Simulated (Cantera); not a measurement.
A closed system holds: 1 mol B2H6, 2.3 mol H2, 0.17 mol N2, held at 0.0100 bar.

Equilibrium computed with Cantera from the NASA thermochemical tables; the gas is ideal and each condensed phase is pure. Candidate condensed phases: B, BN; 15 gas species. The feed counts by its element totals alone. N2 is the only nitrogen source here; it is nearly inert below about 1500 K, so the nitride shown seldom forms there in practice. Mutual solubility and eutectic melting of coexisting phases are not modelled. The tables' values for BH2 are old estimates; treat these amounts as uncertain. Rates play no part.

x: gas mole fraction; n: condensed amount in mol.

```tsv
T (°C)	x H2	x N2	x H	x BH2	x B	x BH	n B(s)	n BN(s)
502	1.00	<1e-12	9.92e-12	4.15e-12	<1e-12	<1e-12	1.66	0.340
602	1.00	<1e-12	5.02e-10	1.37e-10	<1e-12	<1e-12	1.66	0.340
702	1.00	<1e-12	1.14e-8	2.18e-9	<1e-12	<1e-12	1.66	0.340
802	1.00	<1e-12	1.47e-7	2.06e-8	<1e-12	<1e-12	1.66	0.340
902	1.000	8.23e-12	1.23e-6	1.33e-7	<1e-12	<1e-12	1.66	0.340
1002	1.000	(withheld)	(withheld)	6.34e-7	<1e-12	1.06e-12	1.66	0.340
1102	1.000	(withheld)	(withheld)	2.41e-6	(withheld)	(withheld)	1.66	0.340
1202	1.000	2.76e-7	0.000130	7.60e-6	9.07e-11	2.82e-10	1.66	0.340
1302	1.000	3.66e-6	0.000415	2.07e-5	1.62e-9	2.69e-9	1.66	0.340
1402	0.999	3.56e-5	0.00116	4.98e-5	2.05e-8	1.95e-8	1.66	0.340
1502	0.997	0.000266	0.00289	0.000108	1.95e-7	1.13e-7	1.66	0.337
1602	0.992	0.00161	0.00653	0.000216	1.45e-6	5.38e-7	1.68	0.323
1702	0.978	0.00807	0.0135	0.000396	8.74e-6	2.17e-6	1.74	0.253
1802	0.943	0.0307	0.0259	0.000668	4.44e-5	7.56e-6	2.00	0
```

Problem. Some entries are withheld; supply them.

Solution. 
- 1002, x N2: 4.60e-10
- 1002, x H: 7.37e-6
- 1102, x N2: 1.43e-8
- 1102, x H: 3.43e-5
- 1102, x B: 3.32e-12
- 1102, x BH: 2.12e-11
